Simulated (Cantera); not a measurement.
Feed: 1 mol K2CO3, 0.03 mol O2, held at 1673 K and 18.0 Pa.

Cantera equilibrium calculation (NASA polynomials, part measured and part estimated; ideal gas, pure solids and liquids). Candidate condensed phases: C, K, KO2, K2CO3, K2O, K2O2; 15 gas species. Kinetics and transport are ignored.

Base state: K 0.565, CO2 0.280, O2 0.150, CO 0.00269, O 0.000966, KO 0.000566 (mole fractions); condensed: gas only.

What changes in the equilibrium state with this change: temperature from 1673 K to 1325 K?


```json
[
 {"species": "K", "before": "0.565", "after": "0.566"},
 {"species": "CO2", "before": "0.280", "after": "0.283"},
 {"species": "O2", "before": "0.150", "after": "0.150"},
 {"species": "CO", "before": "0.00269", "after": "1.36e-5"},
 {"species": "O", "before": "0.000966", "after": "7.95e-6"},
 {"species": "KO", "before": "0.000566", "after": "0.000789"}
]
```
